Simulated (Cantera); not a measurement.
An adiabatic, constant-volume homogeneous reactor starts with CO : H₂ : O₂ : N₂ = 1 : 0.044 : 1.04 : 3.93 (molar parts), equivalence ratio 0.50, at 1625 K and 9.90 bar. Integrator tolerance rtol = 1e-08.

Detailed kinetics in Cantera: GRI-Mech 3.0 (53 species, 325 reactions). The hydrogen kinetics of GRI-Mech 3.0 are dated; newer H2 mechanisms differ, most at raised pressure.

Q: What does this change do: initial temperature 1625 to 1175 K?

A: 
```csv
quantity,before,after
time of steepest temperature rise,9.57 µs,0.182 ms
temperature at 4.00 s,2865 K,2651 K
equilibrium temperature,2865 K,2651 K
x(CO) at 4.00 s,0.0254 (gas-phase equilibrium 0.0254),0.00999 (gas-phase equilibrium 0.00999)
x(H₂) at 4.00 s,0.000133 (gas-phase equilibrium 0.000133),5.98e-5 (gas-phase equilibrium 5.98e-5)
x(O₂) at 4.00 s,0.0897 (gas-phase equilibrium 0.0897),0.0881 (gas-phase equilibrium 0.0881)
x(NO) at 4.00 s,0.0247 (gas-phase equilibrium 0.0247),0.0181 (gas-phase equilibrium 0.0181)
x(CO₂) at 4.00 s,0.154 (gas-phase equilibrium 0.154),0.171 (gas-phase equilibrium 0.171)
```
